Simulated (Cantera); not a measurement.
**Equilibrium for silicon oxide and oxynitride deposition: HMDSO + O₂ + N₂**

Charge: 1 mol HMDSO, 0.18 mol O₂, 36 mol N₂, held at 1077 °C.

These are equilibrium values from Cantera (NASA tables, ideal gas, pure condensed phases), not measurements of a reactor. Candidate condensed phases: C, C₆H₆, C₇H₈, C₈H₁₈, H₂O, Si, SiC, SiO₂, Si₂N₂O, Si₃N₄; 151 gas species. The feed counts by its element totals alone. N₂ is the only nitrogen source here; it is nearly inert below about 1500 K, so the nitride shown seldom forms there in practice. Kinetics and transport are ignored.

From 5.00 Pa to 45.0 Pa the condensed part is C(graphite) + SiC(s). From 1.40 mbar to 1.00 bar the condensed part is C(graphite) + Si₂N₂O(s).

| P (Pa) | log p N₂ | log p H₂ | log p CO | log p CH₄ | n C(graphite) | n SiC(s) | n Si₂N₂O(s) |
|---|---|---|---|---|---|---|---|
| 5 | -4.41 | -5.01 | -5.83 | -12.27 | 2.64 | 2.00 | 0 |
| 15 | -3.93 | -4.54 | -5.36 | -11.31 | 2.64 | 2.00 | 0 |
| 45 | -3.46 | -4.06 | -4.88 | -10.36 | 2.64 | 2.00 | 0 |
| 140 | -2.96 | -3.55 | -4.94 | -9.33 | 5.63 | 0 | 1.000 |
| 410 | -2.49 | -3.08 | -4.48 | -8.40 | 5.63 | 0 | 1.000 |
| 1200 | -2.02 | -2.61 | -4.01 | -7.47 | 5.63 | 0 | 1.000 |
| 3700 | -1.53 | -2.12 | -3.52 | -6.49 | 5.63 | 0 | 1.000 |
| 11000 | -1.06 | -1.65 | -3.05 | -5.54 | 5.63 | 0 | 1.000 |
| 33000 | -0.58 | -1.17 | -2.57 | -4.59 | 5.63 | 0 | 1.000 |
| 100000 | -0.10 | -0.69 | -2.09 | -3.63 | 5.62 | 0 | 1.00 |
log p: log10 of the partial pressure in bar; n: condensed amount in mol.
